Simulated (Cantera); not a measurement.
Moist CO burnout

An isothermal, constant-pressure homogeneous reactor starts with 1.44 % CO, 2.02 % O2, 0.260 % H2O, 96.3 % N2, at 1250 K and 510000 Pa.

Computed with Cantera and GRI-Mech 3.0 (53 species, 325 reactions).

| t (s) | x CO | x O2 | x H2O | x N2O | x CO2 |
|---|---|---|---|---|---|
| 1.00e-6 | 0.0144 | 0.0202 | 0.00260 | <1e-12 | 1.58e-10 |
| 3.51e-6 | 0.0144 | 0.0202 | 0.00260 | <1e-12 | 5.57e-10 |
| 1.23e-5 | 0.0144 | 0.0202 | 0.00260 | <1e-12 | 2.02e-9 |
| 4.33e-5 | 0.0144 | 0.0202 | 0.00260 | 1.62e-12 | 8.41e-9 |
| 0.000152 | 0.0144 | 0.0202 | 0.00260 | 2.14e-11 | 5.83e-8 |
| 0.000534 | 0.0144 | 0.0202 | 0.00260 | 6.94e-10 | 1.87e-6 |
| 0.00187 | 0.0131 | 0.0195 | 0.00257 | 3.70e-7 | 0.00132 |
| 0.00658 | 0.00626 | 0.0162 | 0.00258 | 2.15e-6 | 0.00824 |
| 0.0231 | 0.00119 | 0.0137 | 0.00261 | 3.58e-6 | 0.0133 |
| 0.0811 | 7.49e-5 | 0.0131 | 0.00262 | 3.65e-6 | 0.0145 |
| 0.285 | 1.26e-6 | 0.0131 | 0.00262 | 2.09e-6 | 0.0145 |
| 1.00 | 8.75e-9 | 0.0131 | 0.00262 | 2.72e-7 | 0.0145 |
x: mole fraction; the columns are a selection and need not sum to one.

Equilibrium at this temperature and pressure: CO 3.06e-9, O2 0.0131, H2O 0.00262, N2O 1.34e-8, CO2 0.0145 (gas phase only).
